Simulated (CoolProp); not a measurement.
The numbers come from the reference Helmholtz-energy equation of state, Wagner 2002 in CoolProp.

Question: For water, give the phase and the cv (kJ/(kg K)), speed of sound (m/s), Joule-Thomson coefficient (K/MPa), isothermal compressibility (1/MPa) at 61.55 °C and 5.07 MPa.

Answer: 
- 61.55 °C and 5.07 MPa: liquid; cv 3.96, speed of sound 1560, Joule-Thomson coefficient -0.200, isothermal compressibility 0.000440
